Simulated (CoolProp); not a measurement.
Aqueous magnesium chloride as a coolant, at 32 °C, 1 atm.

Values from CoolProp's Melinder's fits for secondary coolants.

| mass % | freezing point (°C) | Prandtl number | cp (kJ/(kg K)) | density (kg/m³) | conductivity (W/(m K)) |
|---|---|---|---|---|---|
| 5.1 | -3.1 | 5.91 | 3.901 | 1037 | 0.607 |
| 6.8 | -4.5 | 5.99 | 3.805 | 1051 | 0.603 |
| 8.5 | -6.3 | 6.21 | 3.710 | 1066 | 0.600 |
| 10.2 | -8.6 | 6.59 | 3.617 | 1081 | 0.596 |
| 11.8 | -11.0 | 7.05 | 3.532 | 1095 | 0.592 |
| 13.5 | -13.9 | 7.57 | 3.445 | 1110 | 0.587 |
| 15.2 | -17.2 | 8.07 | 3.363 | 1125 | 0.582 |
| 16.9 | -20.8 | 8.55 | 3.284 | 1141 | 0.577 |
| 18.6 | -24.9 | 9.19 | 3.206 | 1156 | 0.572 |
| 20.2 | -29.3 | 10.3 | 3.134 | 1172 | 0.567 |
| 21.9 | -35.1 | 13.2 | 3.054 | 1189 | 0.562 |
| 23.6 | -42.4 | 21.2 | 2.967 | 1206 | 0.556 |
